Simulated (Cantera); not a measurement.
A perfectly stirred reactor is fed with 4.91 % CO, 2.16 % H2, 6.39 % CH4, 16.3 % O2, 61.4 % N2, 8.84 % CO2, equivalence ratio 1.0, at 1600000 Pa; it is adiabatic with a 500 K inlet, and is followed from long to short residence time, starting on the burning branch (τ in s: 0.3, 0.13, 0.058, 0.025, 0.011, 0.0048, 0.0021, 0.0009, 0.00039, 0.00017, 7.4e-05).

Cantera simulation using GRI-Mech 3.0 (53 species, 325 reactions); the numbers are that mechanism's predictions, not measurements. The pressure lies above the range GRI-Mech 3.0 was tuned for (to about 10 atm).

One state of this run: T (K) = 2184; x CO = 0.0151; x H2 = 0.00212; x CH4 = 3.81e-5; x NO2 = 2.27e-7; x C2H4 = 3.96e-8; x H = 0.000222. x: mole fraction; the columns are a selection and need not sum to one.

Q: Which value of τ (s) does it belong to?
A) 0.00017
B) 0.00090
C) 0.0048
D) 0.011

A: B, 0.00090
